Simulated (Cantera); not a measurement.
Feed: 1 mol Pb, 0.35 mol H₂, at 4.90 mbar.

Equilibrium computed with Cantera from the NASA thermochemical tables; the gas is ideal and each condensed phase is pure. Candidate condensed phases: Pb; 4 gas species. Rates play no part.

x: gas mole fraction; n: condensed amount in mol.

```tsv
T (°C)	x H₂	x Pb	x H	x Pb₂	n Pb(l)
852	0.961	0.0386	6.22e-7	6.35e-7	0.986
902	0.911	(withheld)	(withheld)	(withheld)	0.966
952	0.809	0.191	4.01e-6	9.12e-6	0.918
1002	(withheld)	(withheld)	(withheld)	(withheld)	(withheld)
1052	0.264	0.736	1.20e-5	8.65e-5	0.0251
1102	0.259	0.741	2.49e-5	7.17e-5	0
1152	0.259	0.741	4.96e-5	5.94e-5	0
1202	0.259	0.741	9.43e-5	4.99e-5	0
1252	0.259	0.741	0.000172	4.23e-5	0
```

Question: Some entries are withheld; supply them.

Answer: 
- 1002, x H₂: 0.615
- 1002, x Pb: 0.385
- 1002, x H: 8.26e-6
- 1002, x Pb₂: 2.94e-5
- 1002, n Pb(l): 0.781
- 902, x Pb: 0.0889
- 902, x H: 1.67e-6
- 902, x Pb₂: 2.55e-6
